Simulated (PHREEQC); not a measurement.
NaF is added in steps, without added water, to 1 kg of water holding 180 mmol/kgw HF, 18 mmol/kgw (CH3)4NF and 0.14 mmol/kgw HCl, at 25 °C. Oxygen alone is held at its pressure in air (log pO2 = -0.68). No CO2 enters from the air. Only these solids could form: Halite.

Base run: PHREEQC, ion-association model, phreeqc.dat. Each further column changes one thing. The table gives pH.

| NaF added (mol) | base | HF replaced by NaHF2 at the same molality | HF left out | temperature from 25 to 90 °C | no solid may form |
|---|---|---|---|---|---|
| 0 | 2.11 | 3.05 | 5.27 | 2.54 | 2.11 |
| 0.02813 | 2.38 | 3.13 | 5.67 | 2.89 | 2.38 |
| 0.05625 | 2.57 | 3.19 | 5.89 | 3.10 | 2.57 |
| 0.08438 | 2.72 | 3.26 | 6.04 | 3.25 | 2.72 |
| 0.1125 | 2.84 | 3.31 | 6.16 | 3.37 | 2.84 |
| 0.1406 | 2.94 | 3.36 | 6.26 | 3.47 | 2.94 |
| 0.1594 | 2.99 | 3.40 | 6.32 | 3.53 | 2.99 |
| 0.1875 | 3.07 | 3.44 | 6.39 | 3.62 | 3.07 |
| 0.2156 | 3.15 | 3.49 | 6.46 | 3.69 | 3.15 |
| 0.2437 | 3.21 | 3.53 | 6.52 | 3.76 | 3.21 |
| 0.2719 | 3.27 | 3.57 | 6.58 | 3.82 | 3.27 |
| 0.3 | 3.33 | 3.60 | 6.63 | 3.88 | 3.33 |

(CH3)4N+ isn't in the database: it is added as a free cation with an ion size of 4 Å. Constants without temperature data keep their 25 °C values here.
